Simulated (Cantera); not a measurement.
A closed system holds: 1 mol SiH₂Cl₂, 1.4 mol NH₃, equilibrated at 1625 K and 0.790 bar.

These are equilibrium values from Cantera (NASA tables, ideal gas, pure condensed phases), not measurements of a reactor. Candidate condensed phases: NH₄Cl, Si, Si₃N₄; 28 gas species. The tables' values for SiCl₃ are old estimates; treat these amounts as uncertain. Kinetics and transport are ignored.

Base state: H₂ 0.580, HCl 0.311, N₂ 0.0485, SiCl₂ 0.0305, SiCl₄ 0.0132, SiCl₃ 0.0131, SiHCl₃ 0.00383, SiH₂Cl₂ 0.000188 (mole fractions); condensed: Si₃N₄(s).

Problem. What changes in the equilibrium state with this change: temperature from 1625 K to 1123.15 K?

Solution. 
| species | before | after |
|---|---|---|
| H₂ | 0.580 | 0.603 |
| HCl | 0.311 | 0.314 |
| SiCl₄ | 0.0132 | 0.0430 |
| SiCl₂ | 0.0305 | 6.13e-6 |
| SiCl₃ | 0.0131 | 0.000146 |
| N₂ | 0.0485 | 0.0379 |
| H | 6.04e-5 | 3.73e-8 |
| Cl | 2.55e-5 | 1.73e-8 |
| SiH₂Cl₂ | 0.000188 | 5.71e-6 |
| NH₃ | 3.36e-6 | 2.02e-5 |
| SiHCl₃ | 0.00383 | 0.00141 |
| Si₃N₄(s), mol | 0.248 | 0.273 |
